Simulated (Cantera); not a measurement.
Charge: 1 mol MgO, 0.52 mol CH4, 4.3 mol H2, held at 2373 K and 380000 Pa.

These are equilibrium values from Cantera (NASA tables, ideal gas, pure condensed phases), not measurements of a reactor. Candidate condensed phases: C, C6H6, C7H8, C8H18, H2O, Mg, MgCO3, MgO, Mg(OH)2; 116 gas species. The tables' values for MgH are old estimates; treat these amounts as uncertain. Equilibrium is a limit: real reactors are often held back by kinetics, nucleation or transport.

Base state: H2 0.824, Mg 0.0819, CO 0.0810, H 0.00650, H2O 0.00350, MgH 0.00273, MgOH 0.000225, CO2 5.90e-5 (mole fractions); condensed: MgO(s).

Q: What changes in the equilibrium state with this change: temperature from 2373 K to 1975 K?

A: 
```csv
species,before,after
H2,0.824,0.845
CO,0.0810,0.0762
Mg,0.0819,0.0742
H,0.00650,0.000645
C2H2 (acetylene),3.06e-8,0.000549
C2H4,<1e-9,1.37e-5
"MgO(s), mol",0.456,0.521
"C(graphite), mol",0,0.0260
```
